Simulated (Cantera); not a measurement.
Input (Python, Cantera) and output of one run.

```python
import numpy as np
import cantera as ct

gas_names = [...]  # 47 gases of nasa_gas.yaml made of Cl, H, N, O, Si
cond_names = """
    H2O(s) H2O(L) NH4CL(a) NH4CL(b) Si(cr) Si(L) SiO2(Lqz) SiO2(hqz) SiO2(L) Si2N2O(s) Si3N4(a)
""".split()


# ... load() reads the species with a 1 bar reference pressure and builds the phases ...
atoms = {
    'SiH2Cl2': {'Si': 1, 'H': 2, 'CL': 2},
    'O2': {'O': 2},
    'N2': {'N': 2},
    'NO': {'N': 1, 'O': 1},
}
top_T = {'Si2N2O(s)': 2100, 'Si3N4(a)': 2400}  # K; cautious upper limits of use, not melting points


# ... equilibrate(T, P, feed) seeds the gas with the atoms and calls Mixture.equilibrate('TP', solver="vcs", rtol=1e-11, max_steps=5000) ...
results = []
T = 1525  # K
P = 210  # Pa
for m in [0.27, 0.33, 0.41, 0.51, 0.63, 0.79, 0.98, 1.2, 1.5, 1.9, 2.3, 2.9, 3.6]:
    feed = {'SiH2Cl2': 1, 'O2': 0.89, 'N2': 89, 'NO': m}  # mol
    mix = equilibrate(T, P, feed)
    results.append((T, P, feed, dict(zip(mix.species_names, mix.species_moles))))
    x = sorted(zip(gas.X, gas.species_names), reverse=True)
    print(f"T = {T:g} K  P = {P:g} Pa  n(NO) = {m:g} mol  gas = {mix.phase_moles(0):.4g} mol")
    print("   x: " + "  ".join(f"{s} {v:.3e}" for v, s in x if v > 1e-06))
    print("   condensed (mol): " + ("  ".join(f"{mix.phase(i).name} {mix.phase_moles(i):.4g}"
          for i in range(1, mix.n_phases) if mix.phase_moles(i) > 1e-12) or "none"))
```

Output:

```
T = 1525 K  P = 210 Pa  n(NO) = 0.27 mol  gas = 91.19 mol
   x: N2 9.775e-01  HCL 2.074e-02  CL 1.196e-03  H2O 5.444e-04  H2 5.157e-05  H 3.707e-06  NO 2.031e-06  OH 1.214e-06
   condensed (mol): SiO2(hqz) 1
T = 1525 K  P = 210 Pa  n(NO) = 0.33 mol  gas = 91.27 mol
   x: N2 9.769e-01  HCL 1.962e-02  CL 2.287e-03  H2O 1.130e-03  O2 2.634e-05  NO 1.721e-05  H2 1.262e-05  OH 5.092e-06  CL2 2.310e-06  H 1.834e-06
   condensed (mol): SiO2(hqz) 1
T = 1525 K  P = 210 Pa  n(NO) = 0.41 mol  gas = 91.37 mol
   x: N2 9.763e-01  HCL 1.872e-02  CL 3.157e-03  H2O 1.571e-03  O2 2.231e-04  NO 5.007e-05  OH 1.024e-05  H2 6.032e-06  CL2 4.403e-06  O 1.846e-06  H 1.268e-06
   condensed (mol): SiO2(hqz) 1
T = 1525 K  P = 210 Pa  n(NO) = 0.51 mol  gas = 91.48 mol
   x: N2 9.756e-01  HCL 1.818e-02  CL 3.669e-03  H2O 1.828e-03  O2 6.203e-04  NO 8.345e-05  OH 1.427e-05  CL2 5.947e-06  H2 4.211e-06  O 3.078e-06  H 1.059e-06
   condensed (mol): SiO2(hqz) 1
T = 1525 K  P = 210 Pa  n(NO) = 0.63 mol  gas = 91.61 mol
   x: N2 9.749e-01  HCL 1.780e-02  CL 4.018e-03  H2O 2.004e-03  O2 1.168e-03  NO 1.145e-04  OH 1.750e-05  CL2 7.135e-06  O 4.223e-06  H2 3.364e-06
   condensed (mol): SiO2(hqz) 1
T = 1525 K  P = 210 Pa  n(NO) = 0.79 mol  gas = 91.78 mol
   x: N2 9.739e-01  HCL 1.746e-02  CL 4.317e-03  H2O 2.154e-03  O2 1.942e-03  NO 1.475e-04  OH 2.060e-05  CL2 8.236e-06  O 5.446e-06  H2 2.803e-06
   condensed (mol): SiO2(hqz) 1
T = 1525 K  P = 210 Pa  n(NO) = 0.98 mol  gas = 91.98 mol
   x: N2 9.729e-01  HCL 1.717e-02  CL 4.561e-03  O2 2.889e-03  H2O 2.275e-03  NO 1.798e-04  OH 2.339e-05  CL2 9.192e-06  O 6.643e-06  H2 2.428e-06
   condensed (mol): SiO2(hqz) 1
T = 1525 K  P = 210 Pa  n(NO) = 1.2 mol  gas = 92.2 mol
   x: N2 9.717e-01  HCL 1.690e-02  CL 4.767e-03  O2 4.003e-03  H2O 2.378e-03  NO 2.116e-04  OH 2.594e-05  CL2 1.004e-05  O 7.819e-06  H2 2.156e-06
   condensed (mol): SiO2(hqz) 1
T = 1525 K  P = 210 Pa  n(NO) = 1.5 mol  gas = 92.51 mol
   x: N2 9.701e-01  HCL 1.662e-02  O2 5.534e-03  CL 4.975e-03  H2O 2.482e-03  NO 2.486e-04  OH 2.874e-05  CL2 1.094e-05  O 9.194e-06  H2 1.914e-06
   condensed (mol): SiO2(hqz) 1
T = 1525 K  P = 210 Pa  n(NO) = 1.9 mol  gas = 92.91 mol
   x: N2 9.680e-01  HCL 1.632e-02  O2 7.582e-03  CL 5.180e-03  H2O 2.584e-03  NO 2.906e-04  OH 3.172e-05  CL2 1.186e-05  O 1.076e-05  H2 1.702e-06
   condensed (mol): SiO2(hqz) 1
T = 1525 K  P = 210 Pa  n(NO) = 2.3 mol  gas = 93.32 mol
   x: N2 9.659e-01  HCL 1.607e-02  O2 9.627e-03  CL 5.335e-03  H2O 2.662e-03  NO 3.271e-04  OH 3.417e-05  CL2 1.258e-05  O 1.213e-05  H2 1.556e-06
   condensed (mol): SiO2(hqz) 1
T = 1525 K  P = 210 Pa  n(NO) = 2.9 mol  gas = 93.92 mol
   x: N2 9.629e-01  HCL 1.575e-02  O2 1.268e-02  CL 5.512e-03  H2O 2.750e-03  NO 3.748e-04  OH 3.721e-05  O 1.392e-05  CL2 1.343e-05  H2 1.401e-06
   condensed (mol): SiO2(hqz) 1
T = 1525 K  P = 210 Pa  n(NO) = 3.6 mol  gas = 94.63 mol
   x: N2 9.594e-01  O2 1.621e-02  HCL 1.544e-02  CL 5.666e-03  H2O 2.826e-03  NO 4.230e-04  OH 4.011e-05  O 1.573e-05  CL2 1.419e-05  H2 1.273e-06
   condensed (mol): SiO2(hqz) 1
```

Cantera equilibrium calculation (NASA polynomials, part measured and part estimated; ideal gas, pure solids and liquids). The tables hold silica as quartz up to 1696 K and as liquid above; real silica turns to tridymite and cristobalite and melts near 1996 K.
